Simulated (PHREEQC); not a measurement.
0.42 g of hydrous ferric oxide (600 m²/g; 0.2 weak and 0.005 strong sites per Fe, Dzombak-Morel constants, diffuse double layer) in 1 kg of water with 0.3 mol/kgw of an inert sodium salt and 0.0011 mmol/kgw NiCl2 and 0.2 mmol/kgw CaCl2, at 25 °C; the pH is set by adding NaOH or the inert anion's acid. O2 is buffered at 0.21 atm. No CO2 enters from the air. Nothing may precipitate in this run.

Equilibrium calculation in PHREEQC: ion-association model, wateq4f.dat.

```tsv
pH	Ni sorbed (%)	Ca sorbed (%)	surface charge σ (C/m²)	surface potential ψ (mV)
3	0.0	0.0	0.368	125
3.5	0.0	0.0	0.363	125
4	0.0	0.0	0.349	123
5	0.6	0.0	0.269	110
5.5	4.7	0.0	0.211	98
6	26.9	0.1	0.154	83
6.5	72.2	0.2	0.106	[?]
7	[?]	1.1	0.067	47
8	99.7	9.6	0.010	8
8.5	99.9	[?]	-0.014	-11
9	100.0	47.4	-0.035	-27
```

Task: Fill in the missing entries.

Result: 
- 6.5, surface potential ψ (mV): 65
- 7, Ni sorbed (%): 94.5
- 8.5, Ca sorbed (%): 21.0

The oxide is taken as insoluble; below pH 4 it would dissolve.
